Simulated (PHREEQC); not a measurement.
Make-up at 39 °C: 4.7 mmol/kgw HNO3. Closed to the air; pH follows from the charge balance.

Equilibrium calculation in PHREEQC: ion-association model, phreeqc.dat.

| Item | Result |
|---|---|
| pH | 2.36 |
| ionic strength | 0.00470 mol/kgw |
| specific conductance | 2510 µS/cm |
| total alkalinity | -4.70 meq/kg |

```json
[
 {"species": "H+", "molality": "0.00470", "activity": "0.00439", "log γ": "-0.030"},
 {"species": "NO3-", "molality": "0.00470", "activity": "0.00435", "log γ": "-0.034"}
]
```

This is a speciation only: nothing precipitates in the calculation. Complexes and solids missing from the database can't appear. At this temperature some constants are extrapolated from 25 °C, and those without enthalpy data are left unchanged.
